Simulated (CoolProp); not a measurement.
n-nonane along the isobar 0.101 MPa: density (kg/m³) from the reference equation and from simpler models built on Tc = 594.5 K, pc = 2.282 MPa, ω = 0.443; each cubic takes its own stable root.

The numbers come from the reference Helmholtz-energy equation of state, Lemmon 2006 in CoolProp. It is a short technical equation, of lower accuracy than the large ones.

| T (K) | phase | reference | ideal gas | Soave-Redlich-Kwong | Peng-Robinson |
|---|---|---|---|---|---|
| 453.7 | gas | 3.593 | 3.434 | 3.573 | 3.580 |
| 464.2 | gas | 3.498 | 3.356 | 3.482 | 3.489 |
| 474.6 | gas | 3.409 | 3.283 | 3.396 | 3.404 |
| 485.1 | gas | 3.325 | 3.212 | 3.315 | 3.322 |
| 495.5 | gas | 3.246 | 3.144 | 3.238 | 3.245 |
| 506 | gas | 3.171 | 3.079 | 3.164 | 3.171 |
| 516.4 | gas | 3.100 | 3.017 | 3.095 | 3.101 |
| 526.9 | gas | 3.032 | 2.957 | 3.028 | 3.034 |
| 537.3 | gas | 2.968 | 2.900 | 2.965 | 2.970 |
| 547.8 | gas | 2.906 | 2.844 | 2.904 | 2.909 |
| 558.2 | gas | 2.848 | 2.791 | 2.846 | 2.851 |
| 568.7 | gas | 2.791 | 2.740 | 2.790 | 2.795 |
| 579.1 | gas | 2.738 | 2.690 | 2.736 | 2.741 |
| 589.6 | gas | 2.686 | 2.642 | 2.685 | 2.689 |
| 600 | gas | 2.636 | 2.597 | 2.635 | 2.640 |
